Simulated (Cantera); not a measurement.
A closed system holds: 1 mol BN, 0.6 mol O₂, 1.5 mol N₂, equilibrated at 17.0 Pa.

Cantera equilibrium calculation (NASA polynomials, part measured and part estimated; ideal gas, pure solids and liquids). Candidate condensed phases: B, BN, B₂O₃; 17 gas species. Rates play no part.

Question: At 1300 °C, list the 4 most abundant gas species with their mole fractions, and the condensed phases.

Answer: N₂ 0.811, B₂O₃ 0.130, B₂O₂ 0.0520, BO 0.00673. Condensed: BN(s).
